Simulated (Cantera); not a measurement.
Charge: 1 mol BN, a varied amount of NF₃, at 773.15 K and 84.0 Pa.

Equilibrium computed with Cantera from the NASA thermochemical tables; the gas is ideal and each condensed phase is pure. Candidate condensed phases: B, BN; 13 gas species. Kinetics and transport are ignored.

Problem. Which condensed phases are stable at each of these points (n(NF₃) (mol)): 0.71, 2.6, 4.4, 6.3, 8.2, 10, 12, 14, 16, 17?

Solution. 
| n(NF₃) (mol) | condensed phases | B condensed (%) |
|---|---|---|
| 0.71 | BN(s) | 29.0 |
| 2.6 | gas only | 0.0 |
| 4.4 | gas only | 0.0 |
| 6.3 | gas only | 0.0 |
| 8.2 | gas only | 0.0 |
| 10 | gas only | 0.0 |
| 12 | gas only | 0.0 |
| 14 | gas only | 0.0 |
| 16 | gas only | 0.0 |
| 17 | gas only | 0.0 |

At 0.71 mol NF₃ the condensed part is BN(s). From 2.6 mol NF₃ to 17 mol NF₃ nothing is condensed.
